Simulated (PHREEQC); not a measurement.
**Nickel, zinc or cadmium bath: speciation**

A solution holds 0.0023 mol CdSO4 and 5.6e-05 mol KCl per kg of water, at 25 °C. It is in equilibrium with CO2 at log p = -2 (atm). Otherwise closed; pH follows from the charge balance.

All values are PHREEQC results (ion-association model, phreeqc.dat), not measurements.

| Item | Value |
|---|---|
| pH | 4.92 |
| ionic strength | 0.00736 mol/kgw |
| specific conductance | 443 µS/cm |

| species | molality | activity | log γ |
|---|---|---|---|
| Cd+2 | 0.00182 | 0.00127 | -0.157 |
| SO4-2 | 0.00181 | 0.00127 | -0.154 |
| CdSO4 | 0.000465 | 0.000466 | 0.001 |
| CO2 | 0.000340 | 0.000340 | 0.001 |
| K+ | 5.55e-5 | 5.07e-5 | -0.040 |
| Cl- | 5.00e-5 | 4.56e-5 | -0.040 |
| HCO3- | 1.39e-5 | 1.27e-5 | -0.038 |
| H+ | 1.29e-5 | 1.19e-5 | -0.035 |

No solid was allowed to form. Complexes and solids missing from the database can't appear.
